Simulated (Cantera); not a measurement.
Input: 1 mol BN, 14 mol Cl₂, 9.7 mol N₂, equilibrated at 1400 °C and 0.00730 bar.

Method: chemical equilibrium by Gibbs-energy minimisation in Cantera with the NASA 1993 tables (ideal gas, pure condensed phases). Candidate condensed phases: B, BN; 10 gas species. The numbers say what is thermodynamically allowed, not how fast it happens.

Problem. What is the equilibrium state?

Solution. 
```
Property                            Result
-------------------------------  ---------
x(Cl)                                0.576
x(N₂)                                0.306
x(Cl₂)                              0.0876
x(BCl₃)                             0.0300
x(BCl₂)                            6.44e-6
gas amount                       33.29 mol
log10 activity of B(s) (absent)      -8.79
```
